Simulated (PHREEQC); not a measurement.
Dissolve 0.055 mol BaCl2 and 0.0017 mol NaCl per kg of water at 65 °C. Closed to the air; pH follows from the charge balance.

The numbers come from PHREEQC with the ion-association model, phreeqc.dat.

* **ionic strength**: 0.167 mol/kgw
* **specific conductance**: 22900 µS/cm
* **density**: 0.990 g/cm³

| species | molality | activity | log γ |
|---|---|---|---|
| Cl- | 0.112 | 0.0795 | -0.148 |
| Ba+2 | 0.0550 | 0.0153 | -0.557 |
| Na+ | 0.00170 | 0.00126 | -0.131 |
| H+ | 4.75e-7 | 3.76e-7 | -0.101 |
| OH- | 4.73e-7 | 3.33e-7 | -0.152 |
| BaOH+ | 1.86e-9 | 1.37e-9 | -0.134 |

Precipitation was switched off in this run. Species that the database lacks are ignored. Constants without temperature data keep their 25 °C values here.
